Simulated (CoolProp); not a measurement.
Properties of R1132(E) along the isotherm 91.85 °C.

Model: reference Helmholtz-energy equation of state, Akasaka 2024, in CoolProp.

```json
[
 {"p (MPa)": "0.0206", "phase": "gas", "density (kg/m³)": "0.4352", "cp (kJ/(kg K))": "1.054", "cv (kJ/(kg K))": "0.9231", "Joule-Thomson coefficient (K/MPa)": "8.977", "fugacity coefficient": "0.9988"},
 {"p (MPa)": "0.031", "phase": "gas", "density (kg/m³)": "0.6553", "cp (kJ/(kg K))": "1.054", "cv (kJ/(kg K))": "0.9232", "Joule-Thomson coefficient (K/MPa)": "8.980", "fugacity coefficient": "0.9982"},
 {"p (MPa)": "0.0468", "phase": "gas", "density (kg/m³)": "0.9902", "cp (kJ/(kg K))": "1.055", "cv (kJ/(kg K))": "0.9235", "Joule-Thomson coefficient (K/MPa)": "8.985", "fugacity coefficient": "0.9973"},
 {"p (MPa)": "0.0706", "phase": "gas", "density (kg/m³)": "1.496", "cp (kJ/(kg K))": "1.056", "cv (kJ/(kg K))": "0.9240", "Joule-Thomson coefficient (K/MPa)": "8.993", "fugacity coefficient": "0.9959"},
 {"p (MPa)": "0.106", "phase": "gas", "density (kg/m³)": "2.250", "cp (kJ/(kg K))": "1.058", "cv (kJ/(kg K))": "0.9246", "Joule-Thomson coefficient (K/MPa)": "9.005", "fugacity coefficient": "0.9939"},
 {"p (MPa)": "0.161", "phase": "gas", "density (kg/m³)": "3.429", "cp (kJ/(kg K))": "1.062", "cv (kJ/(kg K))": "0.9256", "Joule-Thomson coefficient (K/MPa)": "9.023", "fugacity coefficient": "0.9908"},
 {"p (MPa)": "0.242", "phase": "gas", "density (kg/m³)": "5.179", "cp (kJ/(kg K))": "1.066", "cv (kJ/(kg K))": "0.9272", "Joule-Thomson coefficient (K/MPa)": "9.050", "fugacity coefficient": "0.9861"},
 {"p (MPa)": "0.366", "phase": "gas", "density (kg/m³)": "7.891", "cp (kJ/(kg K))": "1.074", "cv (kJ/(kg K))": "0.9295", "Joule-Thomson coefficient (K/MPa)": "9.092", "fugacity coefficient": "0.9791"},
 {"p (MPa)": "0.551", "phase": "gas", "density (kg/m³)": "12.01", "cp (kJ/(kg K))": "1.085", "cv (kJ/(kg K))": "0.9331", "Joule-Thomson coefficient (K/MPa)": "(withheld)", "fugacity coefficient": "0.9685"},
 {"p (MPa)": "0.832", "phase": "gas", "density (kg/m³)": "18.47", "cp (kJ/(kg K))": "1.104", "cv (kJ/(kg K))": "0.9387", "Joule-Thomson coefficient (K/MPa)": "9.254", "fugacity coefficient": "(withheld)"},
 {"p (MPa)": "1.25", "phase": "gas", "density (kg/m³)": "28.52", "cp (kJ/(kg K))": "1.136", "cv (kJ/(kg K))": "0.9476", "Joule-Thomson coefficient (K/MPa)": "9.407", "fugacity coefficient": "0.9291"},
 {"p (MPa)": "1.89", "phase": "gas", "density (kg/m³)": "45.17", "cp (kJ/(kg K))": "1.194", "cv (kJ/(kg K))": "0.9623", "Joule-Thomson coefficient (K/MPa)": "9.654", "fugacity coefficient": "0.8935"},
 {"p (MPa)": "2.86", "phase": "gas", "density (kg/m³)": "74.11", "cp (kJ/(kg K))": "1.317", "cv (kJ/(kg K))": "0.9884", "Joule-Thomson coefficient (K/MPa)": "10.05", "fugacity coefficient": "0.8402"},
 {"p (MPa)": "4.31", "phase": "gas", "density (kg/m³)": "(withheld)", "cp (kJ/(kg K))": "1.674", "cv (kJ/(kg K))": "1.040", "Joule-Thomson coefficient (K/MPa)": "10.65", "fugacity coefficient": "0.7616"},
 {"p (MPa)": "6.5", "phase": "supercritical", "density (kg/m³)": "336.8", "cp (kJ/(kg K))": "5.433", "cv (kJ/(kg K))": "1.179", "Joule-Thomson coefficient (K/MPa)": "9.055", "fugacity coefficient": "0.6401"}
]
```

Task: What belongs in the gaps?

Result: 
- 0.551, Joule-Thomson coefficient (K/MPa): 9.155
- 0.832, fugacity coefficient: 0.9526
- 4.31, density (kg/m³): 131.1
